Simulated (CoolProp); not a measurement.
Properties of p-xylene at several states.

The numbers come from the reference Helmholtz-energy equation of state, Zhou 2012 in CoolProp.

```tsv
T (K)	p (bar)	phase	cv (kJ/(kg K))	speed of sound (m/s)	Joule-Thomson coefficient (K/MPa)	Prandtl number
356.1	2.59	liquid	1.499	1081	-0.3888	5.75
569	207	liquid	2.142	…	-0.1024	3.24
547.7	0.591	gas	…	209.4	11.10	0.676
444.2	17.6	liquid	…	768.1	-0.2185	4.22
341.9	6.85	liquid	…	1139	-0.4120	…
437.5	20.5	liquid	1.763	794.9	…	…
```

Task: What belongs in the gaps?

Result: 
- 569, speed of sound (m/s): 642.5
- 547.7, cv (kJ/(kg K)): 1.978
- 444.2, cv (kJ/(kg K)): 1.785
- 341.9, cv (kJ/(kg K)): 1.454
- 341.9, Prandtl number: 6.18
- 437.5, Joule-Thomson coefficient (K/MPa): -0.2378
- 437.5, Prandtl number: 4.32

Viscosity comes from a separate model (Balogun 2015). Thermal conductivity comes from a separate model (Mylona 2014).
